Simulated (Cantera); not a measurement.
Catalytic stagnation flow on Pt

A jet of 4.32 % CH₄, 5.80 % O₂, 89.9 % N₂, equivalence ratio 1.5 at 300 K and 27000 Pa hits a platinum plate 2.4 cm away at a mass flux of 0.12 kg/m²/s; the plate temperature is set and raised in steps from an oxygen-covered start.

Cantera simulation using Deutschmann's 1995 Pt surface mechanism with GRI-Mech 3.0 gas chemistry; the numbers are that mechanism's predictions, not measurements. Catalytic surfaces can have several steady states; this one follows from the mechanism file's or the stated starting coverage.

```json
[
 {"plate T (K)": "850", "wall x CH₄": "0.0123", "wall x O₂": "0.00438", "wall x H₂O": "0.0572", "wall x OH": "<1e-8", "wall x CO": "0.0233", "wall x CO₂": "0.0106", "θ free Pt": "0.335", "θ H*": "5.58e-5", "θ CO*": "0.659", "θ C*": "0.00591"},
 {"plate T (K)": "900", "wall x CH₄": "0.00891", "wall x O₂": "0.00320", "wall x H₂O": "0.0629", "wall x OH": "<1e-8", "wall x CO": "0.0349", "wall x CO₂": "0.00134", "θ free Pt": "0.409", "θ H*": "0.000418", "θ CO*": "0.532", "θ C*": "0.0584"},
 {"plate T (K)": "950", "wall x CH₄": "0.00680", "wall x O₂": "0.00251", "wall x H₂O": "0.0627", "wall x OH": "<1e-8", "wall x CO": "0.0379", "wall x CO₂": "0.000332", "θ free Pt": "0.479", "θ H*": "0.00159", "θ CO*": "0.319", "θ C*": "0.201"},
 {"plate T (K)": "1000", "wall x CH₄": "0.00407", "wall x O₂": "0.00157", "wall x H₂O": "0.0613", "wall x OH": "<1e-8", "wall x CO": "0.0405", "wall x CO₂": "0.000655", "θ free Pt": "0.626", "θ H*": "0.00230", "θ CO*": "0.257", "θ C*": "0.115"},
 {"plate T (K)": "1050", "wall x CH₄": "0.00268", "wall x O₂": "0.00110", "wall x H₂O": "0.0598", "wall x OH": "<1e-8", "wall x CO": "0.0408", "wall x CO₂": "0.00191", "θ free Pt": "0.772", "θ H*": "0.00245", "θ CO*": "0.187", "θ C*": "0.0379"}
]
```
x: mole fraction at the wall; θ: surface coverage.
